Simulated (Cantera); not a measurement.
Cantera run:

```python
import numpy as np
import cantera as ct

gas_names = [...]  # 136 gases of nasa_gas.yaml made of C, H, N, O
cond_names = """
    C(gr) C6H6(L) C7H8(L) C8H18(L),n-octa H2O(s) H2O(L)
""".split()


# ... load() reads the species with a 1 bar reference pressure and builds the phases ...
atoms = {
    'C3H8': {'C': 3, 'H': 8},
    'O2': {'O': 2},
    'N2': {'N': 2},
}
top_T = {'C(gr)': 4500}  # K; cautious upper limits of use, not melting points


# ... equilibrate(T, P, feed) seeds the gas with the atoms and calls Mixture.equilibrate('TP', solver="vcs", rtol=1e-11, max_steps=5000) ...
results = []
feed = {'C3H8': 1, 'O2': 0.26, 'N2': 2.5}  # mol
P = 450000  # Pa
for T in [1473, 1623, 1773, 1923, 2073, 2223, 2373, 2523, 2673, 2823]:
    mix = equilibrate(T, P, feed)
    results.append((T, P, feed, dict(zip(mix.species_names, mix.species_moles))))
    x = sorted(zip(gas.X, gas.species_names), reverse=True)
    print(f"T = {T:g} K  P = {P:g} Pa  gas = {mix.phase_moles(0):.4g} mol")
    print("   x: " + "  ".join(f"{s} {v:.3e}" for v, s in x if v > 0.001))
    print("   condensed (mol): " + ("  ".join(f"{mix.phase(i).name} {mix.phase_moles(i):.4g}"
          for i in range(1, mix.n_phases) if mix.phase_moles(i) > 1e-12) or "none"))
```

Result:

```
T = 1473 K  P = 450000 Pa  gas = 6.987 mol
   x: H2 5.634e-01  N2 3.576e-01  CO 7.399e-02  CH4 4.193e-03
   condensed (mol): C(gr) 2.451
T = 1623 K  P = 450000 Pa  gas = 7.004 mol
   x: H2 5.660e-01  N2 3.564e-01  CO 7.409e-02  CH4 2.138e-03  HCN 1.058e-03
   condensed (mol): C(gr) 2.458
T = 1773 K  P = 450000 Pa  gas = 7.011 mol
   x: H2 5.666e-01  N2 3.553e-01  CO 7.410e-02  HCN 2.410e-03  CH4 1.218e-03
   condensed (mol): C(gr) 2.453
T = 1923 K  P = 450000 Pa  gas = 7.015 mol
   x: H2 5.656e-01  N2 3.538e-01  CO 7.409e-02  HCN 4.812e-03
   condensed (mol): C(gr) 2.436
T = 2073 K  P = 450000 Pa  gas = 7.019 mol
   x: H2 5.630e-01  N2 3.515e-01  CO 7.406e-02  HCN 8.654e-03
   condensed (mol): C(gr) 2.402
T = 2223 K  P = 450000 Pa  gas = 7.025 mol
   x: H2 5.581e-01  N2 3.481e-01  CO 7.401e-02  HCN 1.430e-02  H 2.256e-03  C2H2,acetylene 1.620e-03  HNC 1.169e-03
   condensed (mol): C(gr) 2.346
T = 2373 K  P = 450000 Pa  gas = 7.035 mol
   x: H2 5.500e-01  N2 3.432e-01  CO 7.391e-02  HCN 2.201e-02  H 4.883e-03  C2H2,acetylene 3.384e-03  HNC 2.209e-03
   condensed (mol): C(gr) 2.259
T = 2523 K  P = 450000 Pa  gas = 7.052 mol
   x: H2 5.376e-01  N2 3.366e-01  CO 7.373e-02  HCN 3.189e-02  H 9.606e-03  C2H2,acetylene 6.401e-03  HNC 3.833e-03
   condensed (mol): C(gr) 2.134
T = 2673 K  P = 450000 Pa  gas = 7.081 mol
   x: H2 5.195e-01  N2 3.280e-01  CO 7.344e-02  HCN 4.379e-02  H 1.742e-02  C2H2,acetylene 1.110e-02  HNC 6.175e-03
   condensed (mol): C(gr) 1.962
T = 2823 K  P = 450000 Pa  gas = 7.125 mol
   x: H2 4.948e-01  N2 3.173e-01  CO 7.298e-02  HCN 5.727e-02  H 2.940e-02  C2H2,acetylene 1.781e-02  HNC 9.311e-03
   condensed (mol): C(gr) 1.735
```

Method: chemical equilibrium by Gibbs-energy minimisation in Cantera with the NASA 1993 tables (ideal gas, pure condensed phases).
